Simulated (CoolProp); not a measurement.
Hydrogen chloride at 293.15 K and 0.578 MPa is compressed adiabatically to 3.45 MPa with isentropic efficiency 0.6. Each further row changes one setting.

Values from CoolProp's reference Helmholtz-energy equation of state, Thol 2018.

```
case             work (kJ/kg)  final temperature (K)  final density (kg/m³)
---------------  ------------  ---------------------  ---------------------
as stated          (withheld)                  608.3             (withheld)
efficiency 1       (withheld)                  490.9                   32.1
efficiency 0.65           231             (withheld)             (withheld)
```

Q: Some entries are withheld; supply them.

A: 
- as stated, work (kJ/kg): 250
- as stated, final density (kg/m³): 25.3
- efficiency 1, work (kJ/kg): 150
- efficiency 0.65, final temperature (K): 585.6
- efficiency 0.65, final density (kg/m³): 26.4
